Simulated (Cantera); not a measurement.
Input: 1 mol SiO₂, 0.58 mol F₂, held at 4000 Pa.

Equilibrium computed with Cantera from the NASA thermochemical tables; the gas is ideal and each condensed phase is pure. Candidate condensed phases: Si, SiO₂; 17 gas species. Equilibrium is a limit: real reactors are often held back by kinetics, nucleation or transport. All values below are at 1000 K.

Base state: O₂ 0.500, SiF₄ 0.500 (mole fractions); condensed: SiO₂(β-quartz).

Question: What changes in the equilibrium state with this change: F₂ from 0.58 to 9.4 mol?

Answer: 
```tsv
species	before	after
F₂	<1e-9	0.483
F	<1e-9	0.341
SiF₄	0.500	0.0883
O₂	0.500	0.0882
SiO₂(β-quartz), mol	0.710	0
```

Question: What changes in the equilibrium state with this change: 0.17 mol H₂O added?

Answer: 
```csv
species,before,after
O₂,0.500,0.359
HF,0,0.288
SiF₄,0.500,0.287
H₂O,0,0.0663
"SiO₂(β-quartz), mol",0.710,0.768
```
Further candidate phases: H₂O.
